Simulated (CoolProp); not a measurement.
Vapour-liquid equilibrium of hydrogen chloride (1) + propane (2) at 183.9 K; x and y are mole fractions of (1).

Values from CoolProp's multi-fluid Helmholtz-energy mixture model, Thol 2018 and Lemmon 2009; pair parameters Bell 2016.

| x | bubble pressure, mixture model (bar) | bubble pressure, Raoult's law (bar) | y, mixture model | y, Raoult's law |
|---|---|---|---|---|
| 0.05 | 0.2194 | 0.1043 | 0.701 | 0.379 |
| 0.15 | 0.4468 | 0.1765 | 0.864 | 0.672 |
| 0.25 | 0.5856 | 0.2487 | 0.903 | 0.794 |
| 0.35 | 0.6597 | 0.3209 | 0.918 | 0.862 |
| 0.45 | 0.6937 | 0.3931 | 0.925 | 0.905 |
| 0.55 | 0.7076 | 0.4653 | 0.928 | 0.934 |
| 0.65 | 0.7156 | 0.5375 | 0.930 | 0.956 |
| 0.75 | 0.7270 | 0.6097 | 0.934 | 0.972 |
| 0.85 | 0.7468 | 0.6819 | 0.946 | 0.985 |
| 0.95 | 0.7752 | 0.7540 | 0.974 | 0.995 |

The largest gap from Raoult's law is +153.1 % in bubble pressure, at x = 0.15. No azeotrope shows between x = 0.05 and 0.95.

Pair parameters are fitted to limited data, so mixtures are less certain than the pure fluids. With so large a gap from Raoult's law the liquid may split in two, which this calculation doesn't test in full.
